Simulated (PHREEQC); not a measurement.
Make-up at 25 °C: 1.6 mol NH4Cl and 8.8e-05 mol Na2HPO4 per kg of water. Closed to the air; pH follows from the charge balance.

Model: ion-association model, phreeqc.dat, run in PHREEQC.

```csv
quantity,before,after
pH,5.45,4.83
ionic strength (mol/kgw),1.60,1.60
```

### Question
Which change was made?
(A) temperature from 25 to 65 °C
(B) NH4Cl left out
(C) Na2HPO4 replaced by NaBr at the same molality
(D) 0.049 mol/kgw KBr added
(E) diluted 100-fold with water

### Answer
C, Na2HPO4 replaced by NaBr at the same molality

Precipitation was switched off in this run. The ionic strength passes 0.7 mol/kgw, the rough limit of the ion-association models, in every such run.
